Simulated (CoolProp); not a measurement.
Vapour-liquid equilibrium of ethane (1) + C2F6 (R116) (2) at 250.4 K; x and y are mole fractions of (1).

Model: multi-fluid Helmholtz-energy mixture model, Bücker 2006 and Lemmon 2006; pair parameters Bell 2016, in CoolProp.

| x | bubble pressure (kPa) | y at the bubble point | dew pressure at overall composition x (kPa) | liquid density (mol/L) |
|---|---|---|---|---|
| 0.05 | [?] | 0.109 | 1002 | 9.633 |
| 0.2 | 1294 | 0.343 | 1138 | 9.985 |
| 0.35 | 1462 | 0.485 | 1302 | 10.41 |
| 0.5 | 1555 | [?] | 1478 | [?] |
| 0.65 | 1587 | 0.658 | 1586 | 11.78 |
| 0.8 | 1561 | [?] | 1518 | 12.89 |
| 0.95 | 1418 | [?] | 1367 | 14.33 |

**Question.** Fill in the missing entries.

**Answer.** 
- 0.05, bubble pressure (kPa): 1052
- 0.5, y at the bubble point: 0.581
- 0.5, liquid density (mol/L): 10.98
- 0.8, y at the bubble point: 0.744
- 0.95, y at the bubble point: 0.901

y crosses x between x = 0.65 and 0.8: the model has an azeotrope there.

Pair parameters are fitted to limited data, so mixtures are less certain than the pure fluids.
